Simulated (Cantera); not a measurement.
Mixture: CH₄ : O₂ : N₂ = 1 : 3.39 : 13.9 (molar parts), equivalence ratio 0.59, at 5.00 bar, adiabatic and at constant pressure. Ignition delay is the time to a rise of 400 K.

Computed with Cantera and GRI-Mech 3.0 (53 species, 325 reactions).

### Question
At T0 = 1500 K, what is the delay, and which 6 reactions control it most (d ln τ / d ln k, from doubling and halving each rate constant)?

### Answer
The delay is 0.295 ms.
```json
[
 {"reaction": "CH3 + O2 <=> CH3O + O", "d ln τ / d ln k": "-0.47", "faster rate": "shortens it"},
 {"reaction": "2 CH3 (+M) <=> C2H6 (+M)", "d ln τ / d ln k": "0.41", "faster rate": "lengthens it"},
 {"reaction": "H + O2 <=> O + OH", "d ln τ / d ln k": "-0.35", "faster rate": "shortens it"},
 {"reaction": "CH3 + HO2 <=> CH3O + OH", "d ln τ / d ln k": "-0.27", "faster rate": "shortens it"},
 {"reaction": "CH4 + H <=> CH3 + H2", "d ln τ / d ln k": "0.24", "faster rate": "lengthens it"},
 {"reaction": "CH3 + O2 <=> CH2O + OH", "d ln τ / d ln k": "-0.19", "faster rate": "shortens it"}
]
```
